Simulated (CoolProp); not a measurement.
Properties of methane at several states.

Model: reference Helmholtz-energy equation of state, Setzmann 1991, in CoolProp.

| T (°C) | p (bar) | phase | density (kg/m³) | cp (kJ/(kg K)) | isothermal compressibility (1/MPa) | viscosity (µPa s) | Prandtl number |
|---|---|---|---|---|---|---|---|
| -132.55 | 0.2 | gas | 0.2754 | 2.085 | 50.18 | 5.55 | 0.790 |
| -13.15 | 1.76 | gas | 1.313 | 2.166 | 5.710 | 9.96 | 0.741 |
| 174.85 | 0.636 | gas | 0.2740 | 2.706 | 15.73 | 15.6 | 0.720 |
| 141.45 | 3.35 | gas | 1.561 | 2.591 | 2.989 | 14.7 | 0.723 |

Viscosity comes from a separate model (Quiñones-Cisneros 2006). Thermal conductivity comes from a separate model (Friend 1989).
